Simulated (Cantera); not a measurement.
An adiabatic, constant-volume homogeneous reactor starts with CH4 : O2 : N2 = 1 : 4 : 15 (molar parts), equivalence ratio 0.50, at 1325 K and 310000 Pa.

Model: GRI-Mech 3.0 (53 species, 325 reactions), integrated in Cantera.

Q: Predict: time of steepest temperature rise; temperature at 0.400 s; equilibrium temperature; x(O2) at 0.400 s; x(CO2) at 0.400 s; x(NO) at 0.400 s; x(H) at 0.400 s.

A: 
```
Item                                                                   Value
---------------------------------  -----------------------------------------
time of steepest temperature rise                                    2.30 ms
temperature at 0.400 s                                                2516 K
equilibrium temperature                                               2516 K
x(O2) at 0.400 s                       0.0908 (gas-phase equilibrium 0.0908)
x(CO2) at 0.400 s                      0.0472 (gas-phase equilibrium 0.0472)
x(NO) at 0.400 s                       0.0151 (gas-phase equilibrium 0.0151)
x(H) at 0.400 s                    0.000324 (gas-phase equilibrium 0.000324)
```
